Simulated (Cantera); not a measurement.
Cantera run:

```python
import numpy as np
import cantera as ct

gas_names = """
    Br Br2 Mg MgBr MgBr2 MgN MgO Mg2 N NO NO2 NO3 N2 N2O O O2 O3
""".split()
cond_names = """
    Br2(cr) Br2(L) Mg(cr) Mg(L) MgBr2(s) MgBr2(L) MgO(s) MgO(L)
""".split()


# ... load() reads the species with a 1 bar reference pressure and builds the phases ...
atoms = {
    'MgO': {'Mg': 1, 'O': 1},
    'Br2': {'Br': 2},
    'N2': {'N': 2},
}
top_T = {}  # K; cautious upper limits of use, not melting points


# ... equilibrate(T, P, feed) seeds the gas with the atoms and calls Mixture.equilibrate('TP', solver="vcs", rtol=1e-11, max_steps=5000) ...
results = []
feed = {'MgO': 1, 'Br2': 0.94, 'N2': 2.1}  # mol
P = 130000  # Pa
for T in [1198, 1223, 1248, 1273, 1298, 1323, 1348, 1373, 1398, 1423]:
    mix = equilibrate(T, P, feed)
    results.append((T, P, feed, dict(zip(mix.species_names, mix.species_moles))))

top = {s: max(r[3][s] / sum(r[3][g] for g in gas_names) for r in results) for s in gas_names}
cols = sorted((s for s in top if top[s] > 0.0001), key=lambda s: -top[s])[:9]
seen = [c for c in cond_names if any(r[3].get(c, 0) > 1e-12 for r in results)]
print("log10 of partial pressures in bar; condensed amounts in mol")
print(f"{'T/K':>10s}" + "".join(f"{s[:9]:>10s}" for s in cols + seen))
for T, P, feed, n in results:
    ng = sum(n[g] for g in gas_names)
    print(f"{T:10.4g}" + "".join(f"{np.log10(max(n[s] / ng * P / 1e5, 1e-99)):10.3f}" for s in cols)
          + "".join(f"{n.get(c, 0):10.4g}" for c in seen))
```

Output:

```
log10 of partial pressures in bar; condensed amounts in mol
       T/K        N2       Br2        Br     MgBr2        O2    MgO(s)
      1198    -0.051    -0.414    -1.600    -3.498    -3.806    0.9992
      1223    -0.052    -0.419    -1.515    -3.346    -3.655    0.9989
      1248    -0.053    -0.424    -1.433    -3.201    -3.510    0.9985
      1273    -0.054    -0.429    -1.354    -3.062    -3.371    0.9979
      1298    -0.056    -0.436    -1.280    -2.930    -3.239    0.9972
      1323    -0.057    -0.444    -1.209    -2.803    -3.113    0.9962
      1348    -0.059    -0.453    -1.141    -2.683    -2.992     0.995
      1373    -0.061    -0.464    -1.076    -2.568    -2.878    0.9935
      1398    -0.064    -0.475    -1.014    -2.459    -2.768    0.9915
      1423    -0.066    -0.489    -0.956    -2.355    -2.664    0.9892
```

These are equilibrium values from Cantera (NASA tables, ideal gas, pure condensed phases), not measurements of a reactor.
